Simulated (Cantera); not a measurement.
An adiabatic, constant-volume homogeneous reactor starts with CH4 : O2 : N2 = 1 : 5.26 : 19.8 (molar parts), equivalence ratio 0.38, at 1650 K and 20.0 bar. Integrator tolerance rtol = 1e-08.

Model: GRI-Mech 3.0 (53 species, 325 reactions), integrated in Cantera. The pressure lies above the range GRI-Mech 3.0 was tuned for (to about 10 atm).

Question: What does this change do: constant pressure in place of constant volume?

Answer: 
```
quantity                                                              before                                    after
---------------------------------  -----------------------------------------  ---------------------------------------
time of steepest temperature rise                                    22.4 µs                                  23.9 µs
temperature at 0.300 s                                                2567 K                                   2399 K
equilibrium temperature                                               2567 K                                   2399 K
x(CH4) at 0.300 s                      <1e-12 (gas-phase equilibrium <1e-12)    <1e-12 (gas-phase equilibrium <1e-12)
x(O2) at 0.300 s                         0.114 (gas-phase equilibrium 0.114)      0.117 (gas-phase equilibrium 0.117)
x(NO2) at 0.300 s                    6.34e-5 (gas-phase equilibrium 6.34e-5)  4.62e-5 (gas-phase equilibrium 4.62e-5)
x(OH) at 0.300 s                     0.00554 (gas-phase equilibrium 0.00554)  0.00368 (gas-phase equilibrium 0.00368)
x(HCN) at 0.300 s                  4.52e-12 (gas-phase equilibrium 4.52e-12)    <1e-12 (gas-phase equilibrium <1e-12)
x(C2H) at 0.300 s                      <1e-12 (gas-phase equilibrium <1e-12)    <1e-12 (gas-phase equilibrium <1e-12)
x(C2H4) at 0.300 s                     <1e-12 (gas-phase equilibrium <1e-12)    <1e-12 (gas-phase equilibrium <1e-12)
```

Question: What does this change do: 1.5 parts H2O added?

Answer: 
| quantity | before | after |
|---|---|---|
| time of steepest temperature rise | 22.4 µs | 23.0 µs |
| temperature at 0.300 s | 2567 K | 2503 K |
| equilibrium temperature | 2567 K | 2503 K |
| x(CH4) at 0.300 s | <1e-12 (gas-phase equilibrium <1e-12) | <1e-12 (gas-phase equilibrium <1e-12) |
| x(O2) at 0.300 s | 0.114 (gas-phase equilibrium 0.114) | 0.109 (gas-phase equilibrium 0.109) |
| x(NO2) at 0.300 s | 6.34e-5 (gas-phase equilibrium 6.34e-5) | 5.56e-5 (gas-phase equilibrium 5.56e-5) |
| x(OH) at 0.300 s | 0.00554 (gas-phase equilibrium 0.00554) | 0.00587 (gas-phase equilibrium 0.00587) |
| x(HCN) at 0.300 s | 4.52e-12 (gas-phase equilibrium 4.52e-12) | 2.67e-12 (gas-phase equilibrium 2.67e-12) |
| x(C2H) at 0.300 s | <1e-12 (gas-phase equilibrium <1e-12) | <1e-12 (gas-phase equilibrium <1e-12) |
| x(C2H4) at 0.300 s | <1e-12 (gas-phase equilibrium <1e-12) | <1e-12 (gas-phase equilibrium <1e-12) |

Question: What does this change do: CH4 1 to 2 parts?

Answer: 
| quantity | before | after |
|---|---|---|
| time of steepest temperature rise | 22.4 µs | 24.7 µs |
| temperature at 0.300 s | 2567 K | 3072 K |
| equilibrium temperature | 2567 K | 3072 K |
| x(CH4) at 0.300 s | <1e-12 (gas-phase equilibrium <1e-12) | <1e-12 (gas-phase equilibrium <1e-12) |
| x(O2) at 0.300 s | 0.114 (gas-phase equilibrium 0.114) | 0.0405 (gas-phase equilibrium 0.0405) |
| x(NO2) at 0.300 s | 6.34e-5 (gas-phase equilibrium 6.34e-5) | 3.23e-5 (gas-phase equilibrium 3.23e-5) |
| x(OH) at 0.300 s | 0.00554 (gas-phase equilibrium 0.00554) | 0.0187 (gas-phase equilibrium 0.0187) |
| x(HCN) at 0.300 s | 4.52e-12 (gas-phase equilibrium 4.52e-12) | 4.33e-9 (gas-phase equilibrium 4.33e-9) |
| x(C2H) at 0.300 s | <1e-12 (gas-phase equilibrium <1e-12) | <1e-12 (gas-phase equilibrium <1e-12) |
| x(C2H4) at 0.300 s | <1e-12 (gas-phase equilibrium <1e-12) | <1e-12 (gas-phase equilibrium <1e-12) |
Above 3000 K some thermodynamic fits are extrapolated.
